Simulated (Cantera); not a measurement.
A freely propagating, adiabatic, planar premixed flame of H2 : O2 : N2 : H2O = 1 : 0.417 : 1.75 : 0.8 (molar parts), equivalence ratio 1.2, unburnt at 600 K and 7500 Torr; mixture-averaged transport, grid criteria slope 0.08 and curve 0.16, no radiation.

Model: the H2/O2 subset of GRI-Mech 3.0, which has no nitrogen chemistry, integrated in Cantera. The hydrogen kinetics of GRI-Mech 3.0 are dated; newer H2 mechanisms differ, most at raised pressure. Burning velocities carry a grid error of a few per cent, more on coarse grids.

Problem. How do the results move with these cheaper or finer settings: unity-Lewis-number transport; multicomponent transport; multicomponent+Soret transport; grid criteria slope 0.5, curve 1; grid criteria slope 0.25, curve 0.5; grid criteria slope 0.03, curve 0.06?

Solution. 
| setting | laminar burning velocity | thermal thickness | peak x(HO2) | peak x(OH) | grid points |
|---|---|---|---|---|---|
| as above | 162 cm/s | 0.0378 mm | 0.00116 | 0.00454 | 109 |
| unity-Lewis-number transport | 175 cm/s | 0.0335 mm | 0.000849 | 0.00489 | 110 |
| multicomponent transport | 169 cm/s | 0.0373 mm | 0.00117 | 0.00458 | 110 |
| multicomponent+Soret transport | 161 cm/s | 0.0376 mm | 0.00114 | 0.00456 | 112 |
| grid criteria slope 0.5, curve 1 | 155 cm/s | 0.0485 mm | 0.00104 | 0.00472 | 33 |
| grid criteria slope 0.25, curve 0.5 | 165 cm/s | 0.0406 mm | 0.00111 | 0.00468 | 51 |
| grid criteria slope 0.03, curve 0.06 | 169 cm/s | 0.0357 mm | 0.00120 | 0.00433 | 242 |
Unity Lewis numbers drop preferential diffusion, which matters most where H2 and H carry the flame; Soret adds thermal diffusion.
